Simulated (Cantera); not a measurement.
Input (Python, Cantera) and output of one run.

```python
import numpy as np
import cantera as ct

gas_names = """
    CL CL2 H HCL H2 N NH NH2 NH3 N2 N2H2 N2H4 Si SiCL SiCL2 SiCL3 SiCL4 SiH SiHCL3 SiH2 SiH2CL2 SiH3
    SiH3CL SiH4 SiN Si2 Si2N Si3
""".split()
cond_names = """
    NH4CL(a) NH4CL(b) Si(cr) Si(L) Si3N4(a)
""".split()


# ... load() reads the species with a 1 bar reference pressure and builds the phases ...
atoms = {
    'SiCl4': {'Si': 1, 'CL': 4},
    'NH3': {'N': 1, 'H': 3},
}
top_T = {'Si3N4(a)': 2400}  # K; cautious upper limits of use, not melting points


# ... equilibrate(T, P, feed) seeds the gas with the atoms and calls Mixture.equilibrate('TP', solver="vcs", rtol=1e-11, max_steps=5000) ...
results = []
feed = {'SiCl4': 1, 'NH3': 3.2}  # mol
P = 170  # Pa
for T in [773, 873, 973, 1073, 1173, 1273, 1373, 1473]:
    mix = equilibrate(T, P, feed)
    results.append((T, P, feed, dict(zip(mix.species_names, mix.species_moles))))

top = {s: max(r[3][s] / sum(r[3][g] for g in gas_names) for r in results) for s in gas_names}
cols = sorted((s for s in top if top[s] > 1e-06), key=lambda s: -top[s])[:5]
seen = [c for c in cond_names if any(r[3].get(c, 0) > 1e-12 for r in results)]
print("log10 of partial pressures in bar; condensed amounts in mol")
print(f"{'T/K':>10s}" + "".join(f"{s[:9]:>10s}" for s in cols + seen))
for T, P, feed, n in results:
    ng = sum(n[g] for g in gas_names)
    print(f"{T:10.4g}" + "".join(f"{np.log10(max(n[s] / ng * P / 1e5, 1e-99)):10.3f}" for s in cols)
          + "".join(f"{n.get(c, 0):10.4g}" for c in seen))
```

Result:

```
log10 of partial pressures in bar; condensed amounts in mol
       T/K        H2       HCL        N2     SiCL2     SiCL4  Si3N4(a)
       773    -3.121    -3.206    -3.598   -11.933    -4.174     0.233
       873    -3.137    -3.172    -3.614    -9.778    -4.269    0.2524
       973    -3.149    -3.149    -3.626    -8.078    -4.355    0.2664
      1073    -3.158    -3.134    -3.635    -6.705    -4.435    0.2761
      1173    -3.164    -3.126    -3.638    -5.584    -4.524    0.2791
      1273    -3.164    -3.138    -3.625    -4.695    -4.693    0.2585
      1373    -3.149    -3.205    -3.576    -4.093    -5.118    0.1763
      1473    -3.120    -3.345    -3.508    -3.773    -5.862    0.0432
```

These are equilibrium values from Cantera (NASA tables, ideal gas, pure condensed phases), not measurements of a reactor. The tables' values for SiCl3 are old estimates; treat these amounts as uncertain.
